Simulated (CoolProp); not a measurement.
Computed with CoolProp (reference Helmholtz-energy equation of state, Zhou 2012).

Task: Give the vapour pressure (MPa), liquid density (kg/m³), liquid cp (kJ/(kg K)), surface tension (mN/m) of saturated p-xylene at 310.3, 333.8 K.

Result: 
| T (K) | p (MPa) | liquid density (kg/m³) | liquid cp (kJ/(kg K)) | surface tension (mN/m) |
|---|---|---|---|---|
| 310.3 | 0.00229 | 846 | 1.76 | 26.5 |
| 333.8 | 0.00706 | 825 | 1.84 | 24.1 |

Surface tension comes from a separate correlation (Mulero 2014).
